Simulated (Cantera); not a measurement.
Feed: 1 mol SiHCl₃, 62 mol N₂, 5.6 mol NH₃, held at 1425 K and 13.3 mbar.

These are equilibrium values from Cantera (NASA tables, ideal gas, pure condensed phases), not measurements of a reactor. Candidate condensed phases: NH₄Cl, Si, Si₃N₄; 28 gas species. The tables' values for SiCl₃ are old estimates; treat these amounts as uncertain. Rates play no part.

Base state: N₂ 0.861, H₂ 0.0997, HCl 0.0393, SiCl₂ 0.000426, SiCl₃ 2.54e-5, H 1.87e-5 (mole fractions); condensed: Si₃N₄(s).

**Question.** What changes in the equilibrium state with this change: temperature from 1425 K to 1675 K?

**Answer.** 
```
species          before     after
-------------  --------  --------
N₂                0.861     0.861
H₂               0.0997     0.104
HCl              0.0393    0.0286
SiCl₂          0.000426   0.00564
SiCl            2.26e-8   1.28e-5
H               1.87e-5  0.000325
Cl              6.02e-6   6.94e-5
SiCl₃           2.54e-5   5.25e-5
Si₃N₄(s), mol     0.322     0.191
```
The tables' values for SiCl₃, SiCl are old estimates; treat these amounts as uncertain.
